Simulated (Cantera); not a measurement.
n-butane + H₂ (carbon deposition, reforming and gasification)

Feed: 1 mol n-butane, 0.52 mol H₂, held at 1 atm.

These are equilibrium values from Cantera (NASA tables, ideal gas, pure condensed phases), not measurements of a reactor. Candidate condensed phases: C, C₆H₆, C₇H₈, C₈H₁₈; 76 gas species. Equilibrium is a limit: real reactors are often held back by kinetics, nucleation or transport.

| T (K) | log p H₂ | log p H | log p C₂H₂ (acetylene) | log p CH₄ | log p C₄H₂ | n C(graphite) |
|---|---|---|---|---|---|---|
| 2048 | 0.00 | -2.65 | -2.98 | -3.42 | -6.35 | 3.99 |
| 2098 | 0.00 | -2.51 | -2.84 | -3.47 | -6.08 | 3.98 |
| 2148 | 0.00 | -2.38 | -2.71 | -3.52 | -5.82 | 3.98 |
| 2198 | 0.00 | -2.25 | -2.59 | -3.57 | -5.58 | 3.97 |
| 2248 | 0.00 | -2.13 | -2.48 | -3.62 | -5.35 | 3.96 |
| 2298 | 0.00 | -2.02 | -2.37 | -3.67 | -5.13 | 3.95 |
| 2348 | 0.00 | -1.91 | -2.26 | -3.71 | -4.91 | 3.94 |
| 2398 | 0.00 | -1.80 | -2.16 | -3.76 | -4.71 | 3.92 |
| 2448 | -0.01 | -1.70 | -2.07 | -3.80 | -4.52 | 3.90 |
| 2498 | -0.01 | -1.61 | -1.98 | -3.84 | -4.33 | 3.88 |
| 2548 | -0.01 | -1.52 | -1.89 | -3.88 | -4.16 | 3.86 |
| 2598 | -0.02 | -1.43 | -1.81 | -3.93 | -3.99 | 3.82 |
| 2648 | -0.02 | -1.34 | -1.73 | -3.97 | -3.83 | 3.79 |
| 2698 | -0.03 | -1.26 | -1.66 | -4.01 | -3.67 | 3.75 |
log p: log10 of the partial pressure in bar; n: condensed amount in mol.

From 2048 K to 2698 K the condensed part is C(graphite). The main C-bearing gas is C₂H₂ (acetylene) throughout. The share of C in condensed phases is highest at 2048 K (99.7 %) and lowest at 2698 K (93.7 %).
